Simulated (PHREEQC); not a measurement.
**Spent oxide etchant: speciation**

Consider water at 39 °C with 0.0025 mol HF, 0.0015 mol H2SiF6, 0.00081 mol H3PO4 and 0.0015 mol HNO3 per kg of water. Closed to the air; pH follows from the charge balance.

The numbers come from PHREEQC with the ion-association model, phreeqc.dat.

Each row changes one thing in this solution. No solid was allowed to form.

```tsv
case	pH	ionic strength (mol/kgw)	HF (mol/kgw)	SiF6-2 (mol/kgw)	F- (mol/kgw)	H4SiO4 (mol/kgw)	SI of Chalcedony (SiO2)
as made	2.35	0.00591	0.00417	0.00113	0.000528	0.000369	-0.04
HF left out	2.41	0.00502	0.00346	0.000839	0.000495	0.000661	+0.22
0.00015 mol/kgw Na2SO4 added	2.36	0.00627	0.00415	0.00113	0.000532	0.000367	-0.04
H3PO4 left out	2.39	0.00549	0.00407	0.00114	0.000563	0.000359	-0.05
H2SiF6 from 0.0015 to 0.00165 mol/kgw	2.33	0.00629	0.00428	0.00127	0.000517	0.000385	-0.02
HF from 0.0025 to 0.0125 mol/kgw	2.25	0.00761	0.0113	0.00150	0.00114	1.93e-6	-2.32
```

Some of these states are supersaturated (in Quartz (slow to form), Chalcedony (slow to form), for instance). Away from 25 °C the constants follow the database's enthalpies or fits; those with neither stay at their 25 °C values. SiF6-2 is the database's only silicon fluoride.
